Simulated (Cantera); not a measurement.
## Si2H6 + O3 + N2 (silicon oxide and oxynitride deposition)

Charge: 1 mol Si2H6, 0.46 mol O3, a varied amount of N2, at 2000 K and 0.133 bar.

These are equilibrium values from Cantera (NASA tables, ideal gas, pure condensed phases), not measurements of a reactor. Candidate condensed phases: H2O, Si, SiO2, Si2N2O, Si3N4; 35 gas species. The feed counts by its element totals alone. Mutual solubility and eutectic melting of coexisting phases are not modelled. The tables' values for SiN are old estimates; treat these amounts as uncertain. Gases not in the tables: Si2H6 and higher silanes. Rates play no part.

From 3.7 mol N2 to 15 mol N2 the condensed part is Si(l) + Si2N2O(s). From 22 mol N2 to 130 mol N2 the condensed part is Si(l). The main Si-bearing gas is SiO throughout. The share of Si in condensed phases is highest at 3.7 mol N2 (60.4 %) and lowest at 130 mol N2 (27.9 %).

```
n(N2) (mol)   x N2    x H2   x SiO       x H  n Si(l)  n Si2N2O(s)
-----------  -----  ------  ------  --------  -------  -----------
3.7          0.450   0.433   0.114   0.00293   0.0241        0.592
5.3          0.553   0.351  0.0927   0.00264   0.0251        0.591
7.6          0.646   0.272  0.0794   0.00232    0.107        0.508
11           0.724   0.203  0.0708   0.00201    0.276        0.337
15           0.776   0.156  0.0661   0.00176    0.498        0.113
22           0.833   0.113  0.0523   0.00150    0.607            0
31           0.875  0.0840  0.0390   0.00129    0.603            0
44           0.909  0.0614  0.0285   0.00110    0.597            0
62           0.933  0.0447  0.0208  0.000941    0.589            0
88           0.952  0.0320  0.0149  0.000797    0.577            0
130          0.967  0.0220  0.0103  0.000660    0.558            0
```
x: gas mole fraction; n: condensed amount in mol.
